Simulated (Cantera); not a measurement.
Feed: 1 mol Si, 0.24 mol N₂O, a varied amount of N₂, 0.0025 mol H₂O, at 1975 K and 0.140 bar.

Method: chemical equilibrium by Gibbs-energy minimisation in Cantera with the NASA 1993 tables (ideal gas, pure condensed phases). Candidate condensed phases: H₂O, Si, SiO₂, Si₂N₂O, Si₃N₄; 35 gas species. Mutual solubility and eutectic melting of coexisting phases are not modelled. The numbers say what is thermodynamically allowed, not how fast it happens.

Question: Which condensed phases are stable at each of these points (n(N₂) (mol)): 1.7, 3.3, 6.3, 12, 23, 45, 86, 170, 320?

Answer: 
```
n(N₂) (mol)      condensed phases  Si condensed (%)
-----------  --------------------  ----------------
1.7          Si₂N₂O(s) + Si₃N₄(s)              96.1
3.3          Si₂N₂O(s) + Si₃N₄(s)              91.5
6.3          Si₂N₂O(s) + Si₃N₄(s)              82.9
12                       Si₃N₄(s)              75.4
23                       Si₃N₄(s)              75.1
45                       Si₃N₄(s)              74.5
86                       Si₃N₄(s)              73.3
170                      Si₃N₄(s)              70.9
320                      Si₃N₄(s)              66.7
```

From 1.7 mol N₂ to 6.3 mol N₂ the condensed part is Si₂N₂O(s) + Si₃N₄(s). From 12 mol N₂ to 320 mol N₂ the condensed part is Si₃N₄(s).
